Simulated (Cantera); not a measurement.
Input (Python, Cantera):

```python
import numpy as np
import cantera as ct

gas = ct.Solution("gri30.yaml")
gas.TPX = 1600, 17000, {'CH4': 1, 'H2O': 0.99, 'H2': 0.23}
inlet = ct.Reservoir(gas, clone=True)

reactor = ct.IdealGasConstPressureReactor(gas, energy="off", clone=False)
exhaust = ct.Reservoir(gas, clone=True)
tau = [0.57, 0.3, 0.16, 0.085, 0.045, 0.024, 0.013, 0.0068][0]
for a, b in ((inlet, reactor), (reactor, exhaust)):
    ct.MassFlowController(a, b, mdot=lambda t: reactor.mass / tau)
net = ct.ReactorNet([reactor])
show = ['CH4', 'H2O', 'H2', 'C2H2', 'CH2O', 'CH2']

rows = []
print(f"{'tau/s':>10s}{'T/K':>9s}" + "".join(f"{s:>11s}" for s in show))
for tau in [0.57, 0.3, 0.16, 0.085, 0.045, 0.024, 0.013, 0.0068]:
    net.initial_time = 0.0
    net.advance(30 * tau)
    before = gas.X
    net.advance(40 * tau)
    drift = np.max(np.abs(gas.X - before) / (gas.X + 1e-9))
    rows.append([gas.T, *gas[show].X, drift])
    print(f"{tau:10.3e}{gas.T:9.1f}" + "".join(f"{x:11.3e}" for x in gas[show].X))
```

It prints:

```
     tau/s      T/K        CH4        H2O         H2       C2H2       CH2O        CH2
 5.700e-01   1600.0  1.430e-01  3.269e-01  4.176e-01  9.301e-02  1.401e-06  7.797e-08
 3.000e-01   1600.0  1.874e-01  3.529e-01  3.652e-01  8.271e-02  2.043e-06  8.990e-08
 1.600e-01   1600.0  2.371e-01  3.751e-01  3.118e-01  6.787e-02  2.873e-06  1.014e-07
 8.500e-02   1600.0  2.887e-01  3.948e-01  2.588e-01  5.069e-02  3.906e-06  1.129e-07
 4.500e-02   1600.0  3.371e-01  4.117e-01  2.104e-01  3.380e-02  5.056e-06  1.234e-07
 2.400e-02   1600.0  3.772e-01  4.250e-01  1.708e-01  1.970e-02  6.094e-06  1.309e-07
 1.300e-02   1600.0  4.068e-01  4.344e-01  1.421e-01  9.771e-03  6.707e-06  1.323e-07
 6.800e-03   1600.0  4.277e-01  4.406e-01  1.224e-01  3.640e-03  6.576e-06  1.236e-07
```

Cantera simulation using GRI-Mech 3.0 (53 species, 325 reactions); the numbers are that mechanism's predictions, not measurements.
